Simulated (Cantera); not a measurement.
An isothermal, constant-pressure homogeneous reactor starts with 32.8 % C₂H₆, 67.2 % N₂, at 1675 K and 54.0 Torr.

Model: GRI-Mech 3.0 (53 species, 325 reactions), integrated in Cantera. GRI-Mech 3.0 stops at C3 and has no aromatics, soot or wall deposition, so with more carbon than oxygen in the feed, carbon stays in small species such as C2H2 where larger ones or solid carbon would form.

x: mole fraction; the columns are a selection and need not sum to one.

```csv
t (s),x C₂H₆,x CH₃,x H₂,x CH₄,x C₂H₄,x CH₂
3.00e-5,0.278,0.0273,0.0140,0.00846,0.0144,2.97e-5
9.22e-5,[?],[?],[?],[?],[?],[?]
0.000283,0.0204,0.0167,0.171,0.104,0.117,2.52e-5
0.000870,0.000913,0.00376,0.234,0.106,0.0672,3.93e-6
0.00267,0.000109,0.00131,0.265,0.100,0.0324,6.92e-7
0.00821,4.46e-5,0.000848,0.285,0.0951,0.00950,3.26e-7
0.0252,4.18e-5,0.000844,0.300,0.0857,0.00134,3.55e-7
0.0775,2.58e-5,0.000674,0.323,0.0650,0.000827,3.05e-7
0.238,[?],[?],0.357,[?],[?],[?]
0.731,1.38e-6,0.000167,0.382,0.0128,0.000342,1.04e-7
2.25,1.52e-7,5.50e-5,0.391,0.00395,0.000329,3.75e-8
6.90,3.33e-8,2.22e-5,0.394,0.00158,0.000330,1.55e-8
21.2,2.46e-8,1.75e-5,0.394,0.00125,0.000330,1.23e-8
65.1,2.46e-8,1.75e-5,0.394,0.00124,0.000330,1.22e-8
200,2.46e-8,1.75e-5,0.394,0.00124,0.000330,1.22e-8
```

Task: Fill in the missing entries.

Result: 
- 9.22e-5, x C₂H₆: 0.147
- 9.22e-5, x CH₃: 0.0376
- 9.22e-5, x H₂: 0.0789
- 9.22e-5, x CH₄: 0.0454
- 9.22e-5, x C₂H₄: 0.0833
- 9.22e-5, x CH₂: 4.83e-5
- 0.238, x C₂H₆: 8.69e-6
- 0.238, x CH₃: 0.000404
- 0.238, x CH₄: 0.0352
- 0.238, x C₂H₄: 0.000468
- 0.238, x CH₂: 2.11e-7
